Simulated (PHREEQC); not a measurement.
Solution (25 °C): 0.00078 mol LiCl, 7.5e-06 mol Ni(NO3)2 and 0.00046 mol KHSO4 per kg of water. Closed to the air; pH follows from the charge balance.

Model: ion-association model, wateq4f.dat, run in PHREEQC.

This is a speciation only: nothing precipitates in the calculation.

Problem. Estimate the pH.

Solution. pH 3.37.

Problem. In which forms is Ni present?

Solution. Ni+2 94 %, NiSO4 5.4 % of the Ni.

Species that the database lacks are ignored.
